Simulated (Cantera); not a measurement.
# Premixed flame

A freely propagating, adiabatic, planar premixed flame of CH4 : C2H6 : O2 : N2 = 1 : 0.11 : 2.84 : 10.7 (molar parts), equivalence ratio 0.84, unburnt at 300 K and 100000 Pa; multicomponent transport, grid criteria slope 0.08 and curve 0.16, no radiation.

Model: GRI-Mech 3.0 (53 species, 325 reactions), integrated in Cantera. Burning velocities carry a grid error of a few per cent, more on coarse grids.

| z (mm) | T (K) | u (m/s) | x CH4 | x C2H6 | x O2 | x NO | x H | x HCO |
|---|---|---|---|---|---|---|---|---|
| -1.49 | 300 | 0.315 | 0.0682 | 0.00751 | 0.194 | <1e-8 | <1e-8 | <1e-8 |
| -0.994 | 301 | 0.316 | 0.0681 | 0.00750 | 0.194 | <1e-8 | <1e-8 | <1e-8 |
| -0.745 | 308 | 0.323 | 0.0678 | 0.00749 | 0.193 | <1e-8 | <1e-8 | <1e-8 |
| -0.497 | 368 | 0.389 | 0.0651 | 0.00736 | 0.188 | 2.74e-8 | <1e-8 | <1e-8 |
| -0.248 | 788 | 0.842 | 0.0466 | 0.00546 | 0.155 | 8.48e-7 | 1.21e-5 | 8.83e-8 |
| -0.124 | 1199 | 1.29 | 0.0264 | 0.00258 | 0.117 | 2.32e-6 | 0.000225 | 4.03e-6 |
| 0 | 1585 | 1.71 | 0.00614 | 0.000159 | 0.0731 | 4.43e-6 | 0.00163 | 2.71e-5 |
| 0.124 | 1740 | 1.88 | 0.000325 | 2.33e-7 | 0.0499 | 6.93e-6 | 0.00326 | 6.25e-6 |
| 0.248 | 1796 | 1.93 | 9.22e-6 | <1e-8 | 0.0429 | 8.70e-6 | 0.00353 | 2.59e-7 |
| 0.497 | 1865 | 1.99 | 1.21e-8 | <1e-8 | 0.0384 | 1.11e-5 | 0.00281 | 1.21e-8 |
| 0.994 | 1939 | 2.06 | <1e-8 | <1e-8 | 0.0354 | 1.43e-5 | 0.00157 | <1e-8 |
| 1.99 | 2001 | 2.12 | <1e-8 | <1e-8 | 0.0332 | 1.86e-5 | 0.000639 | <1e-8 |
| 3.97 | 2041 | 2.16 | <1e-8 | <1e-8 | 0.0318 | 2.38e-5 | 0.000222 | <1e-8 |
x: mole fraction of selected species; z is measured from the peak of heat release.

```
Property                      Value
------------------------  ---------
laminar burning velocity  31.4 cm/s
thermal thickness          0.497 mm
peak x(H)                   0.00355
peak x(HCO)                 2.74e-5
grid points                     137
```
